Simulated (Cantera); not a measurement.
## Thermodynamics of halide evaporation, hydrolysis and transport, feed CuF₂ + O₂ + N₂

Input: 1 mol CuF₂, 3.2 mol O₂, 50 mol N₂, at 0.0173 Torr.

Equilibrium computed with Cantera from the NASA thermochemical tables; the gas is ideal and each condensed phase is pure. Candidate condensed phases: Cu, CuF₂, CuO, Cu₂O; 22 gas species. The numbers say what is thermodynamically allowed, not how fast it happens.

```json
[
 {"T (K)": "748", "x N₂": "0.940", "x O₂": "0.0601", "x CuF₂": "1.55e-5", "x F": "2.48e-9", "x CuF": "2.48e-9", "x NO": "4.51e-7", "x O": "<1e-12", "x Cu": "<1e-12", "n CuF₂(s)": "0.999"},
 {"T (K)": "798", "x N₂": "0.940", "x O₂": "0.0601", "x CuF₂": "0.000213", "x F": "5.00e-8", "x CuF": "5.00e-8", "x NO": "1.13e-6", "x O": "3.71e-12", "x Cu": "<1e-12", "n CuF₂(s)": "0.989"},
 {"T (K)": "848", "x N₂": "0.938", "x O₂": "0.0600", "x CuF₂": "0.00212", "x F": "7.02e-7", "x CuF": "7.02e-7", "x NO": "2.54e-6", "x O": "3.48e-11", "x Cu": "<1e-12", "n CuF₂(s)": "0.887"},
 {"T (K)": "898", "x N₂": "0.925", "x O₂": "0.0592", "x CuF₂": "0.0161", "x F": "7.30e-6", "x CuF": "7.30e-6", "x NO": "5.16e-6", "x O": "2.53e-10", "x Cu": "<1e-12", "n CuF₂(s)": "0.128"},
 {"T (K)": "948", "x N₂": "0.922", "x O₂": "0.0590", "x CuF₂": "0.0184", "x F": "2.56e-5", "x CuF": "2.56e-5", "x NO": "9.82e-6", "x O": "1.50e-9", "x Cu": "<1e-12", "n CuF₂(s)": "0"},
 {"T (K)": "998", "x N₂": "0.922", "x O₂": "0.0590", "x CuF₂": "0.0184", "x F": "7.45e-5", "x CuF": "7.45e-5", "x NO": "1.76e-5", "x O": "7.49e-9", "x Cu": "<1e-12", "n CuF₂(s)": "0"},
 {"T (K)": "1048", "x N₂": "0.922", "x O₂": "0.0590", "x CuF₂": "0.0183", "x F": "0.000195", "x CuF": "0.000195", "x NO": "2.97e-5", "x O": "3.21e-8", "x Cu": "3.97e-12", "n CuF₂(s)": "0"},
 {"T (K)": "1098", "x N₂": "0.922", "x O₂": "0.0590", "x CuF₂": "0.0180", "x F": "0.000467", "x CuF": "0.000467", "x NO": "4.79e-5", "x O": "1.20e-7", "x Cu": "3.84e-11", "n CuF₂(s)": "0"},
 {"T (K)": "1148", "x N₂": "0.922", "x O₂": "0.0589", "x CuF₂": "0.0174", "x F": "0.00103", "x CuF": "0.00103", "x NO": "7.40e-5", "x O": "4.02e-7", "x Cu": "3.05e-10", "n CuF₂(s)": "0"},
 {"T (K)": "1198", "x N₂": "0.921", "x O₂": "0.0589", "x CuF₂": "0.0163", "x F": "0.00207", "x CuF": "0.00207", "x NO": "0.000110", "x O": "1.22e-6", "x Cu": "2.04e-9", "n CuF₂(s)": "0"},
 {"T (K)": "1248", "x N₂": "0.919", "x O₂": "0.0587", "x CuF₂": "0.0145", "x F": "0.00385", "x CuF": "0.00385", "x NO": "0.000159", "x O": "3.36e-6", "x Cu": "1.18e-8", "n CuF₂(s)": "0"}
]
```
x: gas mole fraction; n: condensed amount in mol.

From 748 K to 898 K the condensed part is CuF₂(s). From 948 K to 1248 K nothing is condensed. The main Cu-bearing gas is CuF₂ throughout.
